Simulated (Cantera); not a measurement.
An adiabatic, constant-volume homogeneous reactor starts with CH₄ : H₂ : O₂ : N₂ = 1 : 1.2 : 1.62 : 7.8 (molar parts), at 1050 K and 16.0 bar. Integrator tolerance rtol = 1e-08.

Cantera simulation using GRI-Mech 3.0 (53 species, 325 reactions); the numbers are that mechanism's predictions, not measurements. The pressure lies above the range GRI-Mech 3.0 was tuned for (to about 10 atm).

Task: What does this change do: pressure from 16.0 bar to 3.50 bar?

Result: 
```tsv
quantity	before	after
time of steepest temperature rise	2.72 ms	2.83 ms
temperature at 0.300 s	2665 K	2639 K
equilibrium temperature	2665 K	2639 K
x(CH₄) at 0.300 s	1.07e-9 (gas-phase equilibrium 1.20e-9)	5.43e-11 (gas-phase equilibrium 6.15e-11)
x(H₂) at 0.300 s	0.0967 (gas-phase equilibrium 0.0967)	0.0962 (gas-phase equilibrium 0.0962)
x(O₂) at 0.300 s	1.15e-5 (gas-phase equilibrium 1.15e-5)	4.20e-5 (gas-phase equilibrium 4.20e-5)
x(CH₂) at 0.300 s	1.96e-11 (gas-phase equilibrium 2.16e-11)	3.79e-12 (gas-phase equilibrium 4.17e-12)
x(HCO) at 0.300 s	7.50e-7 (gas-phase equilibrium 7.50e-7)	3.25e-7 (gas-phase equilibrium 3.25e-7)
```

Task: What does this change do: initial temperature 1050 to 1275 K?

Result: 
```json
[
 {"quantity": "time of steepest temperature rise", "before": "2.72 ms", "after": "73.9 µs"},
 {"quantity": "temperature at 0.300 s", "before": "2665 K", "after": "2830 K"},
 {"quantity": "equilibrium temperature", "before": "2665 K", "after": "2830 K"},
 {"quantity": "x(CH₄) at 0.300 s", "before": "1.07e-9 (gas-phase equilibrium 1.20e-9)", "after": "4.67e-10 (gas-phase equilibrium 5.25e-10)"},
 {"quantity": "x(H₂) at 0.300 s", "before": "0.0967 (gas-phase equilibrium 0.0967)", "after": "0.0957 (gas-phase equilibrium 0.0957)"},
 {"quantity": "x(O₂) at 0.300 s", "before": "1.15e-5 (gas-phase equilibrium 1.15e-5)", "after": "4.98e-5 (gas-phase equilibrium 4.98e-5)"},
 {"quantity": "x(CH₂) at 0.300 s", "before": "1.96e-11 (gas-phase equilibrium 2.16e-11)", "after": "3.32e-11 (gas-phase equilibrium 3.64e-11)"},
 {"quantity": "x(HCO) at 0.300 s", "before": "7.50e-7 (gas-phase equilibrium 7.50e-7)", "after": "1.05e-6 (gas-phase equilibrium 1.05e-6)"}
]
```
